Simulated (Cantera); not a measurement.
Feed: 1 mol SiCl4, 4.9 mol HCl, 0.2 mol H2, at 1348 K and 0.140 bar.

Equilibrium computed with Cantera from the NASA thermochemical tables; the gas is ideal and each condensed phase is pure. Candidate condensed phases: Si; 19 gas species. The tables' values for SiCl3 are old estimates; treat these amounts as uncertain. Kinetics and transport are ignored.

Base state: HCl 0.805, SiCl4 0.161, H2 0.0309, SiCl3 0.00251, SiHCl3 0.000350, SiCl2 0.000197, Cl 2.36e-5 (mole fractions); condensed: gas only.

**Question.** What changes in the equilibrium state with this change: temperature from 1348 K to 1598.15 K?

**Answer.** 
| species | before | after |
|---|---|---|
| HCl | 0.805 | 0.820 |
| SiCl4 | 0.161 | 0.138 |
| H2 | 0.0309 | 0.0179 |
| SiCl3 | 0.00251 | 0.0176 |
| Cl | 2.36e-5 | 0.000692 |
| SiCl2 | 0.000197 | 0.00556 |
| H | 1.09e-6 | 1.90e-5 |
| SiHCl3 | 0.000350 | 0.000431 |
